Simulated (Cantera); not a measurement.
Charge: 1 mol MgO, 0.016 mol I₂, a varied amount of H₂, equilibrated at 1150 °C and 87.0 mbar.

These are equilibrium values from Cantera (NASA tables, ideal gas, pure condensed phases), not measurements of a reactor. Candidate condensed phases: H₂O, I₂, Mg, MgI₂, MgO, Mg(OH)₂; 20 gas species. Kinetics and transport are ignored.

Q: At 5.9 mol H₂, list the 4 most abundant gas species with their mole fractions, and the condensed phases.

A: H₂ 0.995, HI 0.00291, I 0.00207, H₂O 0.000227. Condensed: MgO(s).
